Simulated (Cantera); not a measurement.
An isothermal, constant-pressure homogeneous reactor starts with H2 : O2 : N2 = 1.6 : 1 : 2.5 (molar parts), at 775 K and 1.00 bar. Integrator tolerance rtol = 1e-08.

Model: the H2/O2 subset of GRI-Mech 3.0, which has no nitrogen chemistry, integrated in Cantera. Below about 950 K walls govern HO2 and H2O2 in real vessels. The temperature is held fixed by assumption; the heat of reaction is taken as removed at once.

Problem. What does this change do: temperature 775 to 850 K?

Solution. 
```tsv
quantity	before	after
x(H2) at 5.00 s	0.314 (gas-phase equilibrium <1e-12)	0.282 (gas-phase equilibrium <1e-12)
x(O2) at 5.00 s	0.196 (gas-phase equilibrium 0.0465)	0.180 (gas-phase equilibrium 0.0465)
x(H) at 5.00 s	1.96e-11 (gas-phase equilibrium <1e-12)	3.39e-8 (gas-phase equilibrium <1e-12)
x(H2O2) at 5.00 s	7.90e-6 (gas-phase equilibrium 5.57e-12)	0.00146 (gas-phase equilibrium 2.37e-11)
x(OH) at 5.00 s	1.33e-12 (gas-phase equilibrium 5.28e-10)	4.06e-9 (gas-phase equilibrium 4.86e-9)
x(HO2) at 5.00 s	4.46e-7 (gas-phase equilibrium 5.59e-12)	2.23e-5 (gas-phase equilibrium 3.45e-11)
x(O) at 5.00 s	1.39e-12 (gas-phase equilibrium <1e-12)	3.24e-9 (gas-phase equilibrium <1e-12)
```

Problem. What does this change do: temperature 775 to 1075 K?

Solution. 
| quantity | before | after |
|---|---|---|
| x(H2) at 5.00 s | 0.314 (gas-phase equilibrium <1e-12) | 1.47e-9 (gas-phase equilibrium 1.22e-9) |
| x(O2) at 5.00 s | 0.196 (gas-phase equilibrium 0.0465) | 0.0465 (gas-phase equilibrium 0.0465) |
| x(H) at 5.00 s | 1.96e-11 (gas-phase equilibrium <1e-12) | <1e-12 (gas-phase equilibrium <1e-12) |
| x(H2O2) at 5.00 s | 7.90e-6 (gas-phase equilibrium 5.57e-12) | 3.91e-10 (gas-phase equilibrium 5.53e-10) |
| x(OH) at 5.00 s | 1.33e-12 (gas-phase equilibrium 5.28e-10) | 4.99e-7 (gas-phase equilibrium 5.97e-7) |
| x(HO2) at 5.00 s | 4.46e-7 (gas-phase equilibrium 5.59e-12) | 1.98e-9 (gas-phase equilibrium 1.77e-9) |
| x(O) at 5.00 s | 1.39e-12 (gas-phase equilibrium <1e-12) | 1.99e-10 (gas-phase equilibrium 2.85e-10) |
